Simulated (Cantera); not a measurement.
What does this Cantera script print?

```python
import numpy as np
import cantera as ct

gas = ct.Solution("gri30.yaml")
gas.TPX = 1350, 1333, {'N2O': 1, 'N2': 0.5}
reactor = ct.IdealGasConstPressureReactor(gas, energy="off", clone=False)
net = ct.ReactorNet([reactor])
net.rtol, net.atol = 1e-08, 1e-18
show = ['N2O', 'NO2', 'O', 'N2', 'NO']
times = np.geomspace(5e-06, 4, 14)

steps = ct.SolutionArray(gas, extra=["t"])
rows = []
print(f"{'t/s':>10s}{'T/K':>9s}{'P/Pa':>11s}" + "".join(f"{s:>11s}" for s in show))
for t in times:
    while net.time < t:
        t_next = net.step()
        steps.append(gas.state, t=t_next)
    rows.append([np.interp(t, steps.t, y) for y in (steps.T, steps.P, *steps(*show).X.T)])
    print(f"{t:10.3e}{rows[-1][0]:9.1f}{rows[-1][1]:11.4g}" + "".join(f"{x:11.3e}" for x in rows[-1][2:]))
rate = np.gradient(steps.T, steps.t)
print("integrator steps:", len(steps.t))
if steps.T.max() > steps.T[0] + 200:
    print(f"time of steepest temperature rise: {steps.t[rate.argmax()]:.4e} s")
gas.TPX = 1350, 1333, {'N2O': 1, 'N2': 0.5}
gas.equilibrate("TP")
print(f"equilibrium (TP): T = {gas.T:.1f} K  " + "  ".join(f"{s} {gas[s].X[0]:.3e}" for s in show))
```

Result:

```
       t/s      T/K       P/Pa        N2O        NO2          O         N2         NO
 5.000e-06   1350.0       1333  6.667e-01  4.457e-21  1.697e-07  3.333e-01  3.507e-10
 1.423e-05   1350.0       1333  6.667e-01  2.813e-19  4.774e-07  3.333e-01  2.813e-09
 4.047e-05   1350.0       1333  6.667e-01  1.843e-17  1.316e-06  3.333e-01  2.246e-08
 1.151e-04   1350.0       1333  6.667e-01  1.024e-15  3.437e-06  3.333e-01  1.702e-07
 3.276e-04   1350.0       1333  6.666e-01  4.957e-14  7.755e-06  3.333e-01  1.181e-06
 9.319e-04   1350.0       1333  6.666e-01  1.511e-12  1.277e-05  3.334e-01  6.562e-06
 2.651e-03   1350.0       1333  6.664e-01  2.410e-11  1.431e-05  3.335e-01  2.626e-05
 7.543e-03   1350.0       1333  6.660e-01  2.426e-10  1.433e-05  3.337e-01  8.376e-05
 2.146e-02   1350.0       1333  6.647e-01  2.048e-09  1.433e-05  3.344e-01  2.471e-04
 6.106e-02   1350.0       1333  6.612e-01  1.552e-08  1.433e-05  3.364e-01  7.097e-04
 1.737e-01   1350.0       1333  6.511e-01  1.001e-07  1.433e-05  3.421e-01  2.009e-03
 4.942e-01   1350.0       1333  6.235e-01  4.859e-07  1.433e-05  3.575e-01  5.573e-03
 1.406e+00   1350.0       1333  5.526e-01  1.753e-06  1.432e-05  3.972e-01  1.474e-02
 4.000e+00   1350.0       1333  3.981e-01  5.346e-06  1.429e-05  4.838e-01  3.468e-02
integrator steps: 502
equilibrium (TP): T = 1350.0 K  N2O 4.225e-09  NO2 6.476e-07  O 1.838e-06  N2 7.497e-01  NO 5.790e-04
```

Detailed kinetics in Cantera: GRI-Mech 3.0 (53 species, 325 reactions). GRI-Mech 3.0 was tuned for natural gas; its chemistry of N2O as a main component is partial and can be far from experiment. Radical loss at walls, strong at low pressure, is not modelled. The mechanism lacks the step 2 NO + O2 → 2 NO2, which can matter for NO2 below about 1400 K. The temperature is held fixed by assumption; the heat of reaction is taken as removed at once.
